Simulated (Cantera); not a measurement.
**Silicon carbide growth: SiHCl₃ + C₂H₂ + H₂**

Charge: 1 mol SiHCl₃, 0.4 mol C₂H₂, 2.3 mol H₂, at 2400 °C and 120 Pa.

Equilibrium computed with Cantera from the NASA thermochemical tables; the gas is ideal and each condensed phase is pure. Candidate condensed phases: C, C₆H₆, C₇H₈, C₈H₁₈, Si, SiC; 109 gas species. The tables' values for SiCl are old estimates; treat these amounts as uncertain. Rates play no part.

The x(H) is 0.451. The x(Cl) is 0.258. The x(H₂) is 0.0929. The x(Si) is 0.0773 and the x(HCl) is 0.0762. The x(SiC₂) comes out as 0.0319, the x(C₃) is 0.00511 and the x(C₂H₂ (acetylene)) is 0.00199. The x(SiCl) comes out as 0.00174. The n(C(graphite)) comes out as 0.0168 mol, the gas amount is 8.908 mol and the log10 activity of Si(l) (absent) is -2.23.
